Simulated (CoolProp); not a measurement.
CHF3 (R23) at several states: Z from the reference equation and from simpler models built on Tc = 26.1 °C, pc = 48.32 bar, ω = 0.263; each cubic takes its own stable root.

Computed with CoolProp (reference Helmholtz-energy equation of state, Penoncello 2003).

```csv
T (°C),p (bar),phase,reference,van der Waals,Redlich-Kwong,Soave-Redlich-Kwong,Peng-Robinson
158.05,156,supercritical,0.7819,0.7246,0.7626,0.8638,0.8187
-138.85,11.7,liquid,0.04447,0.07987,0.05374,0.05286,0.04707
107.85,185,supercritical,0.6389,0.7149,0.6730,0.7472,0.6961
-108.75,57.2,liquid,0.1886,0.3317,0.2264,0.2211,0.1965
-84.25,5.89,liquid,0.01804,0.03202,0.02181,0.02108,0.01867
35.05,0.139,gas,0.9991,0.9992,0.9991,0.9991,0.9990
```
